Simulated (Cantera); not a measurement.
What does this Cantera script print?

```python
import numpy as np
import cantera as ct

gas = ct.Solution("gri30.yaml")


def delay(T, t_max=10):
    gas.TPX = T, 3200000, {'CH4': 1, 'C2H6': 0.043, 'O2': 5.12, 'N2': 19.3}
    reactor = ct.IdealGasReactor(gas, clone=False)
    net = ct.ReactorNet([reactor])
    net.rtol, net.atol = 1e-8, 1e-16
    while net.time < t_max:
        t_old, T_old = net.time, reactor.T
        net.step()
        if reactor.T > T + 400:  # ignition: a rise of 400 K
            return t_old + (T + 400 - T_old) / (reactor.T - T_old) * (net.time - t_old)
    return np.nan


taus = []
for T in [1125, 1175, 1225, 1275, 1325, 1375, 1425, 1475]:
    taus.append(delay(T))
    print(f"T0 = {T:6g} K   tau = {taus[-1]:.4e} s")
```

Result:

```
T0 =   1125 K   tau = 1.8548e-03 s
T0 =   1175 K   tau = 9.3314e-04 s
T0 =   1225 K   tau = 4.9800e-04 s
T0 =   1275 K   tau = 2.7914e-04 s
T0 =   1325 K   tau = 1.6303e-04 s
T0 =   1375 K   tau = 9.8583e-05 s
T0 =   1425 K   tau = 6.1420e-05 s
T0 =   1475 K   tau = 3.9282e-05 s
```

Computed with Cantera and GRI-Mech 3.0 (53 species, 325 reactions). The pressure lies above the range GRI-Mech 3.0 was tuned for (to about 10 atm).
